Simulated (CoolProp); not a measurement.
R410A at 293.15 K and 0.369 MPa flows at 0.16 m/s in a round tube of 6 mm bore and 1.5 µm roughness, fully developed (64/Re and Nu = 3.66 if laminar; Colebrook and Gnielinski if turbulent). Each further row changes one setting.

The numbers come from the reference Helmholtz-energy equation of state, Lemmon 2003 in CoolProp. It is a pseudo-pure fit of the blend.

```json
[
 {"case": "as stated", "Reynolds number": "874", "Darcy friction factor": "0.0732", "pressure drop (Pa/m)": "…", "heat-transfer coefficient (W/(m² K))": "8.09", "mass flow (kg/h)": "0.189"},
 {"case": "velocity 0.32 m/s", "Reynolds number": "1750", "Darcy friction factor": "0.0366", "pressure drop (Pa/m)": "…", "heat-transfer coefficient (W/(m² K))": "8.09", "mass flow (kg/h)": "0.378"},
 {"case": "diameter 12 mm", "Reynolds number": "1750", "Darcy friction factor": "0.0366", "pressure drop (Pa/m)": "…", "heat-transfer coefficient (W/(m² K))": "…", "mass flow (kg/h)": "0.755"}
]
```

Question: What belongs in the gaps?

Answer: 
- as stated, pressure drop (Pa/m): 1.81
- velocity 0.32 m/s, pressure drop (Pa/m): 3.62
- diameter 12 mm, pressure drop (Pa/m): 0.453
- diameter 12 mm, heat-transfer coefficient (W/(m² K)): 4.05

Viscosity comes from a separate model (Geller 2000). Thermal conductivity comes from a separate model (Geller 2001).
